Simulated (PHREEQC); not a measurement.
Dissolve 2.4 mmol/kgw CuSO4, 110 mmol/kgw H2SO4 and 50 mmol/kgw NaBF4 at 80 °C. Closed to the air; pH follows from the charge balance.

The numbers come from PHREEQC with the ion-association model, phreeqc.dat.

No solid was allowed to form.

Q: Predict the pH, activity of water.

A: pH 1.06; activity of water 0.994.

Q: In which forms is Cu present?

A: Cu+2 85 %, CuSO4 15 % of the Cu.

At this temperature some constants are extrapolated from 25 °C, and those without enthalpy data are left unchanged. Real BF4- forms and hydrolyses slowly; the run takes it at equilibrium.
